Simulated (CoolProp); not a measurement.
Properties of carbon monoxide along the isobar 2.94 MPa (Tc = -140.3 °C, pc = 3.498 MPa, ω = 0.050).

Values from CoolProp's reference Helmholtz-energy equation of state, Lemmon 2006. It is a short technical equation, of lower accuracy than the large ones.

```tsv
T (°C)	phase	speed of sound (m/s)	Joule-Thomson coefficient (K/MPa)	expansivity (1/kK)
-167.95	liquid	657.2	-0.09973	8.001
-155.95	liquid	513.8	0.2656	12.26
-132.05	gas	?	9.355	19.90
-120.15	gas	?	7.986	13.13
-108.15	gas	247.7	?	10.18
-96.15	gas	261.4	?	8.472
-84.25	gas	273.6	5.389	7.339
-72.25	gas	284.9	4.817	?
-60.25	gas	295.4	?	?
-48.35	gas	305.2	?	5.378
-36.35	gas	314.6	3.558	4.965
```

**Question.** Fill in the missing entries.

**Answer.** 
- -132.05, speed of sound (m/s): 211.9
- -120.15, speed of sound (m/s): 231.8
- -108.15, Joule-Thomson coefficient (K/MPa): 6.918
- -96.15, Joule-Thomson coefficient (K/MPa): 6.072
- -72.25, expansivity (1/kK): 6.510
- -60.25, Joule-Thomson coefficient (K/MPa): 4.332
- -60.25, expansivity (1/kK): 5.877
- -48.35, Joule-Thomson coefficient (K/MPa): 3.920
